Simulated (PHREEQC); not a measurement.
Make-up at 25 °C: 2.8 mol NaCl, 0.15 mol KCl and 0.81 mol MgCl2 per kg of water. Closed to the air; pH follows from the charge balance.

The numbers come from PHREEQC with the Pitzer model, pitzer.dat.

```csv
quantity,before,after
MgOH+ (mol/kgw),8.06e-7,2.27e-7
SI of Halite (NaCl),-0.54,-2.23
SI of Sylvite (KCl),-1.38,-2.87
```

**Question.** Name the change that produced these shifts.
(A) MgCl2 from 0.81 to 0.405 mol/kgw
(B) MgCl2 from 0.81 to 0.081 mol/kgw
(C) diluted 5-fold with water
(D) NaCl from 2.8 to 0.56 mol/kgw
(E) diluted 100-fold with water

**Answer.** C, diluted 5-fold with water

Precipitation was switched off in this run.
